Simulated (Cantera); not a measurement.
Cantera run:

```python
import numpy as np
import cantera as ct

gas_names = """
    C CO CO2 C2 C2O C3 C3O2 C4 C5 O O2 O3 Ti TiO TiO2
""".split()
cond_names = """
    C(gr) Ti(a) Ti(b) Ti(L) TiC(s) TiC(L) TiO(a) TiO(b) TiO(L) TiO2(ru) TiO2(L) Ti2O3(a) Ti2O3(b)
    Ti2O3(L) Ti3O5(a) Ti3O5(b) Ti3O5(L) Ti4O7(s) Ti4O7(L)
""".split()


def load(file, names, dense=False):
    # The tables refer to 1 bar. Condensed volumes are neglected.
    table = {s.name: s for s in ct.Species.list_from_file(file)}
    out = []
    for n in names:
        d = dict(table[n].input_data)
        d["thermo"] = dict(d["thermo"], **{"reference-pressure": 1e5})
        if dense:
            d["equation-of-state"] = {"model": "constant-volume", "density": "1e6 g/cm^3"}
        out.append(ct.Species.from_dict(d))
    return out


gas = ct.Solution(thermo="ideal-gas", species=load("nasa_gas.yaml", gas_names))
cond = {s.name: ct.Solution(thermo="fixed-stoichiometry", species=[s], name=s.name)
        for s in load("nasa_condensed.yaml", cond_names, dense=True)}
atoms = {
    'TiO2': {'Ti': 1, 'O': 2},
    'CO': {'C': 1, 'O': 1},
    'C': {'C': 1},
}
top_T = {'C(gr)': 4500}  # K; cautious upper limits of use, not melting points


def equilibrate(T, P, feed):
    n = {}
    for name, mol in feed.items():
        for a, k in atoms[name].items():
            n[a] = n.get(a, 0.0) + k * mol
    gas.TPX = T, P, n
    mass = sum(n.values()) * gas.mean_molecular_weight
    gas.equilibrate("TP")
    valid = [c for c in cond.values() if c.min_temp <= T <= top_T.get(c.name, c.max_temp)]
    mix = ct.Mixture([(gas, mass / gas.mean_molecular_weight)] + [(c, 0.0) for c in valid])
    mix.T, mix.P = T, P
    mix.equilibrate("TP", solver="vcs", rtol=1e-11, max_steps=5000)
    return mix


results = []
feed = {'TiO2': 1, 'CO': 20, 'C': 0.78}  # mol
T = 1473  # K
P = 630000  # Pa
mix = equilibrate(T, P, feed)
results.append((T, P, feed, dict(zip(mix.species_names, mix.species_moles))))
print(gas.report(threshold=1e-06))
for i in range(1, mix.n_phases):
    print(f"{mix.phase(i).name:16s} {mix.phase_moles(i):12.5e} mol")
```

It prints:

```
       temperature   1473 K
          pressure   6.3e+05 Pa
           density   1.4452 kg/m^3
  mean mol. weight   28.094 kg/kmol
   phase of matter   gas

                          1 kg             1 kmol
                     ---------------   ---------------
          enthalpy       -2.6357e+06       -7.4048e+07  J
   internal energy       -3.0716e+06       -8.6296e+07  J
           entropy              8292        2.3296e+05  J/K
    Gibbs function        -1.485e+07        -4.172e+08  J
 heat capacity c_p            1251.9             35171  J/K
 heat capacity c_v            955.92             26856  J/K

                      mass frac. Y      mole frac. X     chem. pot. / RT
                     ---------------   ---------------   ---------------
                CO           0.99174           0.99472           -33.897
               CO2         0.0082644         0.0052758           -65.638
     [  +13 minor]        2.7823e-10        1.1503e-10

C(gr)             8.84963e-01 mol
Ti(b)             0.00000e+00 mol
TiC(s)            0.00000e+00 mol
TiO(b)            0.00000e+00 mol
TiO2(ru)          1.00000e+00 mol
Ti2O3(b)          0.00000e+00 mol
Ti3O5(b)          0.00000e+00 mol
Ti4O7(s)          0.00000e+00 mol
```

These are equilibrium values from Cantera (NASA tables, ideal gas, pure condensed phases), not measurements of a reactor.
